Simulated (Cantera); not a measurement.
A closed system holds: 1 mol CCl₄, 0.33 mol F₂, 0.9 mol CH₄, equilibrated at 0.100 bar.

Equilibrium computed with Cantera from the NASA thermochemical tables; the gas is ideal and each condensed phase is pure. Candidate condensed phases: C, C₆H₆, C₇H₈, C₈H₁₈; 118 gas species. Rates play no part. All values below are at 1050 °C.

Base state: HCl 0.706, HF 0.158, Cl₂ 0.119, Cl 0.0165, CF₄ 3.48e-5, CClF₃ 1.32e-5 (mole fractions); condensed: C(graphite).

**Question.** What changes in the equilibrium state with this change: pressure from 0.100 bar to 0.200 bar?

**Answer.** 
```tsv
species	before	after
HCl	0.706	0.708
HF	0.158	0.158
Cl₂	0.119	0.121
Cl	0.0165	0.0118
CClF₃	1.32e-5	2.74e-5
CF₄	3.48e-5	7.22e-5
C(graphite), mol	1.90	1.90
```
